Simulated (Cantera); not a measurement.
Charge: 1 mol SiO₂, 2.7 mol C, 0.21 mol N₂, held at 7.50 Torr.

Cantera equilibrium calculation (NASA polynomials, part measured and part estimated; ideal gas, pure solids and liquids). Candidate condensed phases: C, Si, SiC, SiO₂, Si₂N₂O, Si₃N₄; 34 gas species. N₂ is the only nitrogen source here; it is nearly inert below about 1500 K, so the nitride shown seldom forms there in practice. Mutual solubility and eutectic melting of coexisting phases are not modelled. The tables hold silica as quartz up to 1696 K and as liquid above; real silica turns to tridymite and cristobalite and melts near 1996 K. Kinetics and transport are ignored. All values below are at 1373 K.

Base state: CO 0.953, N₂ 0.0471, SiO 6.88e-5, CO₂ 2.06e-5 (mole fractions); condensed: C(graphite) + SiO₂(β-quartz) + Si₂N₂O(s).

### Question
What changes in the equilibrium state with this change: SiO₂ replaced by Fe₂O₃?

### Answer
| species | before | after |
|---|---|---|
| CO | 0.953 | 0.825 |
| CO₂ | 2.06e-5 | 0.103 |
| N₂ | 0.0471 | 0.0722 |
| SiO | 6.88e-5 | 0 |
| C(graphite), mol | 2.15 | 0 |
| SiO₂(β-quartz), mol | 0.634 | 0 |
| Si₂N₂O(s), mol | 0.183 | 0 |
| Fe(γ), mol | 0 | 2.00 |
Further candidate phases: Fe, Fe(CO)₅, FeO, Fe₂O₃, Fe₃O₄.
